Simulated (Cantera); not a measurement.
## Catalytic stagnation flow on Pt

A jet of 3.05 % CH4, 10.8 % O2, 86.2 % N2, equivalence ratio 0.57 at 300 K and 2400 Pa hits a platinum plate 3.5 cm away at a mass flux of 0.073 kg/m²/s; the plate temperature is set and raised in steps from an oxygen-covered start.

Model: Deutschmann's 1995 Pt surface mechanism with GRI-Mech 3.0 gas chemistry, integrated in Cantera. Catalytic surfaces can have several steady states; this one follows from the mechanism file's or the stated starting coverage.

```json
[
 {"plate T (K)": "850", "wall x CH4": "0.0275", "wall x O2": "0.101", "wall x H2O": "0.00576", "wall x OH": "<1e-8", "wall x CO": "8.72e-6", "wall x CO2": "0.00374", "θ free Pt": "0.205", "θ O*": "0.794"},
 {"plate T (K)": "900", "wall x CH4": "0.0250", "wall x O2": "0.0962", "wall x H2O": "0.0103", "wall x OH": "3.24e-8", "wall x CO": "1.15e-5", "wall x CO2": "0.00673", "θ free Pt": "0.280", "θ O*": "0.720"},
 {"plate T (K)": "950", "wall x CH4": "0.0222", "wall x O2": "0.0902", "wall x H2O": "0.0156", "wall x OH": "1.09e-7", "wall x CO": "1.44e-5", "wall x CO2": "0.0102", "θ free Pt": "0.358", "θ O*": "0.641"},
 {"plate T (K)": "1000", "wall x CH4": "0.0194", "wall x O2": "0.0842", "wall x H2O": "0.0208", "wall x OH": "3.11e-7", "wall x CO": "1.74e-5", "wall x CO2": "0.0136", "θ free Pt": "0.437", "θ O*": "0.562"},
 {"plate T (K)": "1050", "wall x CH4": "0.0169", "wall x O2": "0.0789", "wall x H2O": "0.0254", "wall x OH": "7.79e-7", "wall x CO": "2.07e-5", "wall x CO2": "0.0167", "θ free Pt": "0.513", "θ O*": "0.486"}
]
```
x: mole fraction at the wall; θ: surface coverage.
